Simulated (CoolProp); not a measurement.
CF4 (R14) at 298.15 K and 0.155 MPa is compressed adiabatically to 0.283 MPa with isentropic efficiency 0.85. Each further row changes one setting.

Model: reference Helmholtz-energy equation of state, Platzer 1990, in CoolProp. This equation is an older, rougher fit.

```csv
case,work (kJ/kg),final temperature (K),final density (kg/m³)
as stated,20.6,327.5,___
efficiency 1,17.6,323.3,___
efficiency 0.65,___,336.0,8.97
```

**Question.** Fill in the missing entries.

**Answer.** 
- as stated, final density (kg/m³): 9.21
- efficiency 1, final density (kg/m³): 9.34
- efficiency 0.65, work (kJ/kg): 27.0
